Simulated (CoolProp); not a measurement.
Vapour pressure (bar) of ethylene: the reference equation beside estimates from Tc = 282.4 K, pc = 50.42 bar, ω = 0.087.

Values from CoolProp's reference Helmholtz-energy equation of state, Smukala 2000.

| T (K) | reference | Lee-Kesler | van der Waals | Redlich-Kwong |
|---|---|---|---|---|
| 166.1 | 0.8318 | 0.8244 | 3.905 | 0.8366 |
| 173.8 | 1.305 | 1.297 | 5.069 | 1.344 |
| 181.5 | 1.963 | 1.955 | 6.448 | 2.055 |
| 189.2 | 2.847 | 2.842 | 8.058 | 3.016 |
| 196.9 | 4.003 | 4.002 | 9.913 | 4.270 |
| 204.6 | 5.475 | 5.480 | 12.03 | 5.863 |
| 212.3 | 7.313 | 7.323 | 14.42 | 7.841 |
| 220 | 9.566 | 9.578 | 17.09 | 10.25 |
| 227.7 | 12.29 | 12.29 | 20.06 | 13.12 |
| 235.5 | 15.57 | 15.57 | 23.37 | 16.56 |
| 243.2 | 19.39 | 19.38 | 26.97 | 20.51 |
| 250.9 | 23.85 | 23.82 | 30.89 | 25.04 |
| 258.6 | 29.01 | 28.98 | 35.14 | 30.20 |

Absolute difference from the reference over all 13 rows, mean and median: Lee-Kesler 0.2 and 0.1 %, van der Waals 132.0 and 97.2 %, Redlich-Kwong 5.4 and 5.9 %.
